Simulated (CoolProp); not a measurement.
Properties of fluorine along the isobar 1.01 bar (Tc = -128.7 °C, pc = 52.40 bar, ω = 0.045).

The numbers come from the reference Helmholtz-energy equation of state, de Reuck 1990 in CoolProp.

| T (°C) | phase | Joule-Thomson coefficient (K/MPa) | fugacity coefficient |
|---|---|---|---|
| -168.05 | gas | 16.01 | 0.9829 |
| -153.05 | gas | 11.97 | 0.9888 |
| -138.05 | gas | 9.290 | 0.9923 |
| -123.05 | gas | 7.432 | 0.9945 |
| -108.05 | gas | 6.092 | 0.9959 |
| -93.05 | gas | 5.094 | 0.9969 |
| -78.05 | gas | 4.332 | 0.9976 |
| -63.05 | gas | 3.736 | 0.9982 |
| -48.05 | gas | 3.261 | 0.9986 |
| -33.05 | gas | 2.876 | 0.9989 |
| -18.05 | gas | 2.559 | 0.9991 |
